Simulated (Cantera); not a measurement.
A diamond (100) surface in a fixed gas of H2 with x(CH4) = 0.0033, x(H) = 0.0032, x(CH3) = 0.0017, 0.0390 bar; coverages are run to steady state.

Cantera simulation using the Harris–Goodwin 1993 mechanism for the reconstructed diamond (100) surface; the numbers are that mechanism's predictions, not measurements.

θ: site fractions in the mechanism's names (c6HH fully hydrogenated, c6H* and c6*H radical sites, c6** diradical, c6HM methylated).

```json
[
 {"T (K)": "925", "growth (µm/h)": "[?]", "θ c6HH": "0.452", "θ c6H*": "0.00820", "θ c6*H": "0.210", "θ c6**": "0.00321", "θ c6HM": "0.256"},
 {"T (K)": "1000", "growth (µm/h)": "[?]", "θ c6HH": "0.445", "θ c6H*": "0.0135", "θ c6*H": "0.275", "θ c6**": "0.00624", "θ c6HM": "0.189"},
 {"T (K)": "1075", "growth (µm/h)": "[?]", "θ c6HH": "0.445", "θ c6H*": "0.0208", "θ c6*H": "0.350", "θ c6**": "0.0112", "θ c6HM": "0.117"},
 {"T (K)": "1150", "growth (µm/h)": "[?]", "θ c6HH": "0.445", "θ c6H*": "0.0303", "θ c6*H": "0.430", "θ c6**": "0.0186", "θ c6HM": "0.0461"},
 {"T (K)": "1225", "growth (µm/h)": "[?]", "θ c6HH": "0.422", "θ c6H*": "0.0398", "θ c6*H": "0.485", "θ c6**": "0.0271", "θ c6HM": "0.0122"},
 {"T (K)": "1300", "growth (µm/h)": "9.60", "θ c6HH": "0.390", "θ c6H*": "0.0481", "θ c6*H": "0.514", "θ c6**": "0.0359", "θ c6HM": "0.00288"},
 {"T (K)": "1375", "growth (µm/h)": "9.19", "θ c6HH": "0.361", "θ c6H*": "0.0559", "θ c6*H": "0.531", "θ c6**": "0.0453", "θ c6HM": "0.000679"}
]
```

Task: What belongs in the gaps?

Result: 
- 925, growth (µm/h): 15.4
- 1000, growth (µm/h): 23.0
- 1075, growth (µm/h): 26.3
- 1150, growth (µm/h): 19.2
- 1225, growth (µm/h): 11.6
